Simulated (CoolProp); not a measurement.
Vapour-liquid equilibrium of CHF3 (R23) (1) + R143a (2) at 0.616 MPa; x and y are mole fractions of (1).

Computed with CoolProp (multi-fluid Helmholtz-energy mixture model, Penoncello 2003 and Lemmon and Jacobsen 2000; pair parameters Bell 2016).

Question: Give the bubble temperature and the first vapour's composition at x = 0.05, 0.5, 0.65. Is there an azeotrope?

Answer: x = 0.05: -3.6 °C, y = 0.131; x = 0.5: -29.0 °C, y = 0.797; x = 0.65: -34.5 °C, y = 0.882. No azeotrope shows between x = 0.05 and 0.95.

Pair parameters are fitted to limited data, so mixtures are less certain than the pure fluids.
